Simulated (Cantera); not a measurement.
A closed system holds: 1 mol CuO, 5.1 mol H2, 28 mol N2, held at 1777 °C and 0.270 bar.

Cantera equilibrium calculation (NASA polynomials, part measured and part estimated; ideal gas, pure solids and liquids). Candidate condensed phases: Cu, CuO, Cu(OH)2, Cu2O, H2O; 27 gas species. Rates play no part.

Base state: N2 0.824, H2 0.120, H2O 0.0294, Cu 0.0251, H 0.00151, Cu2 0.000122, OH 4.05e-5 (mole fractions); condensed: Cu(l).

**Question.** What changes in the equilibrium state with this change: CuO replaced by FeS?

**Answer.** 
```
species     before     after
----------  ------  --------
N2           0.824     0.832
H2           0.120     0.145
S2               0    0.0108
H2O         0.0294         0
Cu          0.0251         0
Fe               0   0.00233
H2S              0   0.00405
SH               0   0.00316
S                0  0.000876
Cu(l), mol   0.139         0
Fe(l), mol       0     0.921
```
Further candidate phases: Fe, FeS, FeS2, S.

**Question.** What changes in the equilibrium state with this change: pressure from 0.270 bar to 14.0 Pa?

**Answer.** 
```json
[
 {"species": "N2", "before": "0.824", "after": "0.796"},
 {"species": "H2", "before": "0.120", "after": "0.0899"},
 {"species": "H", "before": "0.00151", "after": "0.0575"},
 {"species": "H2O", "before": "0.0294", "after": "0.0254"},
 {"species": "Cu", "before": "0.0251", "after": "0.0284"},
 {"species": "O2", "before": "3.87e-8", "after": "9.95e-5"},
 {"species": "O", "before": "3.68e-7", "after": "0.000820"},
 {"species": "Cu2", "before": "0.000122", "after": "8.15e-8"},
 {"species": "NO", "before": "3.84e-6", "after": "0.000192"},
 {"species": "Cu(l), mol", "before": "0.139", "after": "0"}
]
```

**Question.** What changes in the equilibrium state with this change: pressure from 0.270 bar to 0.100 bar?

**Answer.** 
| species | before | after |
|---|---|---|
| N2 | 0.824 | 0.820 |
| H2 | 0.120 | 0.119 |
| H2O | 0.0294 | 0.0292 |
| Cu | 0.0251 | 0.0292 |
| Cu2 | 0.000122 | 6.13e-5 |
| OH | 4.05e-5 | 6.64e-5 |
| H | 0.00151 | 0.00247 |
| Cu(l), mol | 0.139 | 0 |
